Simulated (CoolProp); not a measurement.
The fluid at 222.6 K and 1.81 MPa is throttled through a valve to 1.04 MPa with no heat exchange. The same conditions are run with several fluids, on thermodynamics alone (safety and materials aside).

Computed with CoolProp (reference Helmholtz-energy equation of state of each fluid (R142b: Lemmon 2006; n-perfluoropentane: Gao 2022; n-octane: Beckmüller 2019; hexamethyldisiloxane (MM): Thol 2016; R22: Kamei 1995)).

| fluid | temperature change (K) | final density (kg/m³) |
|---|---|---|
| R142b | +0.3 | ___ |
| n-perfluoropentane | +0.3 | 1830 |
| n-octane | +0.4 | ___ |
| hexamethyldisiloxane (MM) | +0.4 | ___ |
| R22 | +0.3 | ___ |

### Question
Some entries are withheld; supply them.

### Answer

- R142b, final density (kg/m³): 1280
- n-octane, final density (kg/m³): 759
- hexamethyldisiloxane (MM), final density (kg/m³): 838
- R22, final density (kg/m³): 1440
